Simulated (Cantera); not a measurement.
A closed system holds: 1 mol Si(CH₃)₄, 0.15 mol C₃H₈, 410 mol H₂, equilibrated at 1275 °C and 0.350 bar.

Equilibrium computed with Cantera from the NASA thermochemical tables; the gas is ideal and each condensed phase is pure. Candidate condensed phases: C, C₆H₆, C₇H₈, C₈H₁₈, Si, SiC; 87 gas species. The numbers say what is thermodynamically allowed, not how fast it happens.

Base state: H₂ 0.999, CH₄ 0.000717, H 5.20e-5, C₂H₂ (acetylene) 1.57e-5 (mole fractions); condensed: C(graphite) + SiC(s).

Task: What changes in the equilibrium state with this change: temperature from 1275 °C to 2000 °C?

Result: 
| species | before | after |
|---|---|---|
| H₂ | 0.999 | 0.982 |
| H | 5.20e-5 | 0.0141 |
| C₂H₂ (acetylene) | 1.57e-5 | 0.00370 |
| Si | <1e-9 | 0.000278 |
| SiH | 1.24e-9 | 6.29e-5 |
| SiC₂ | <1e-9 | 3.49e-5 |
| Si₂C | <1e-9 | 2.08e-5 |
| SiH₂ | 2.38e-8 | 5.42e-5 |
| C(graphite), mol | 3.14 | 0.448 |
| SiC(s), mol | 1.000 | 0.801 |
Gases not in the tables: Si₂H₆ and higher silanes.
